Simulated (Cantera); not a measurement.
**MgCl2 + H2 (halide evaporation, hydrolysis and transport)**

Input: 1 mol MgCl2, 1.4 mol H2, equilibrated at 1.33 mbar.

These are equilibrium values from Cantera (NASA tables, ideal gas, pure condensed phases), not measurements of a reactor. Candidate condensed phases: Mg, MgCl2; 10 gas species. The tables' values for MgH are old estimates; treat these amounts as uncertain. The numbers say what is thermodynamically allowed, not how fast it happens.

```csv
T (K),x H2,x MgCl2,x HCl,x Mg,x H,x Cl,x MgCl
1225,0.579,0.413,0.00506,0.00247,6.50e-6,4.88e-8,0.000117
1375,0.570,0.404,0.0172,0.00837,7.08e-5,1.77e-6,0.000478
1525,0.547,0.384,0.0450,0.0218,0.000479,3.16e-5,0.00143
1675,0.506,0.347,0.0955,0.0462,0.00226,0.000333,0.00335
1825,0.442,0.290,0.169,0.0824,0.00802,0.00233,0.00633
1975,0.360,0.218,0.251,0.127,0.0225,0.0117,0.00982
2125,0.270,0.139,0.312,0.171,0.0517,0.0438,0.0125
```
x: gas mole fraction; nothing condenses.

From 1225 K to 2125 K nothing is condensed. The main Mg-bearing gas is MgCl2 at 1225 K and Mg at 2125 K.
